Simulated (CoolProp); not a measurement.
Chloromethane (R40) along the isotherm 289.2 K: density (kg/m³) from the reference equation and from simpler models built on Tc = 418.6 K, pc = 6.929 MPa, ω = 0.150; each cubic takes its own stable root.

The numbers come from the reference Helmholtz-energy equation of state, Thol 2014 in CoolProp.

```tsv
p (MPa)	phase	reference
0.217	gas	4.760
0.65	liquid	930.1
0.866	liquid	930.5
1.08	liquid	931.0
1.3	liquid	931.4
1.52	liquid	931.9
1.73	liquid	932.3
1.95	liquid	932.8
2.17	liquid	933.2
2.38	liquid	933.6
2.6	liquid	934.1
2.81	liquid	934.5
3.03	liquid	935.0
3.25	liquid	935.4
3.46	liquid	935.8
```

### Question
How far does each simpler model (van der Waals, Redlich-Kwong, Soave-Redlich-Kwong, Peng-Robinson) lie from the reference over these 15 states: mean and median of the absolute difference, and the worst?

### Answer
- van der Waals: mean 47.3 %, median 37.7 %, worst -98.4 % at 289.2 K and 0.65 MPa
- Redlich-Kwong: mean 9.0 %, median 9.5 %, worst -9.7 % at 289.2 K and 0.65 MPa
- Soave-Redlich-Kwong: mean 7.4 %, median 7.8 %, worst -7.9 % at 289.2 K and 0.65 MPa
- Peng-Robinson: mean 4.1 %, median 4.3 %, worst +4.3 % at 289.2 K and 3.46 MPa

At some of these states van der Waals gives the other phase, because its saturation line lies elsewhere.
